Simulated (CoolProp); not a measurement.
Propylene at several states: Z from the reference equation and from simpler models built on Tc = 91.1 °C, pc = 4555 kPa, ω = 0.146; each cubic takes its own stable root.

Computed with CoolProp (reference Helmholtz-energy equation of state, Lemmon 2013).

| T (°C) | p (kPa) | phase | reference |
|---|---|---|---|
| -35.95 | 474 | liquid | 0.01698 |
| -19.55 | 2480 | liquid | 0.08575 |
| -33.35 | 226 | liquid | 0.008056 |

How far does each simpler model (van der Waals, Soave-Redlich-Kwong, Peng-Robinson) lie from the reference over these 3 states: mean and median of the absolute difference, and the worst?


- van der Waals: mean 5706.5 %, median 5251.0 %, worst +11811.6 % at -33.35 °C and 226 kPa
- Soave-Redlich-Kwong: mean 6.6 %, median 6.7 %, worst +6.7 % at -19.55 °C and 2480 kPa
- Peng-Robinson: mean 5.7 %, median 5.7 %, worst -5.8 % at -35.95 °C and 474 kPa

At some of these states van der Waals gives the other phase, because its saturation line lies elsewhere.
